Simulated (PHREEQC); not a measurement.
## Hard or scaling water

Consider water at 90 °C with 19 mmol/kgw MgCl2, 0.045 mmol/kgw Na2SO4 and 0.00029 mmol/kgw H4SiO4. Closed to the air; pH follows from the charge balance.

Model: ion-association model, phreeqc.dat, run in PHREEQC.

Precipitation was switched off in this run.

Task: Estimate the specific conductance, density.

Result: specific conductance 11000 µS/cm; density 0.967 g/cm³.

Task: In which forms is S present?

Result: MgSO4 74 %, SO4-2 26 % of the S.

Constants without temperature data keep their 25 °C values here.
